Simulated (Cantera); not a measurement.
## Thermodynamics of carbon deposition, reforming and gasification, feed C2H2 + H2O + H2

Charge: 1 mol C2H2, 4.7 mol H2O, 6.2 mol H2, held at 10000 Pa.

Cantera equilibrium calculation (NASA polynomials, part measured and part estimated; ideal gas, pure solids and liquids). Candidate condensed phases: C, C6H6, C7H8, C8H18, H2O; 110 gas species. The numbers say what is thermodynamically allowed, not how fast it happens.

```csv
T (K),log p H2,log p H2O,log p H,log p CO,log p OH,log p CO2
1673,-1.17,-1.74,-4.53,-1.88,-6.41,-2.96
1773,-1.17,-1.73,-4.13,-1.87,-5.90,-3.00
1873,-1.17,-1.73,-3.78,-1.87,-5.45,-3.04
1973,-1.18,-1.73,-3.46,-1.87,-5.04,-3.08
2073,-1.18,-1.73,-3.17,-1.87,-4.67,-3.11
2173,-1.18,-1.73,-2.91,-1.87,-4.33,-3.13
2273,-1.19,-1.73,-2.67,-1.87,-4.03,-3.16
2373,-1.19,-1.74,-2.45,-1.87,-3.75,-3.18
2473,-1.21,-1.75,-2.25,-1.87,-3.49,-3.20
2573,-1.22,-1.76,-2.08,-1.88,-3.26,-3.23
2673,-1.25,-1.78,-1.91,-1.89,-3.05,-3.25
2773,-1.28,-1.81,-1.77,-1.90,-2.87,-3.28
```
log p: log10 of the partial pressure in bar; nothing condenses.

From 1673 K to 2773 K nothing is condensed. The main C-bearing gas is CO throughout.
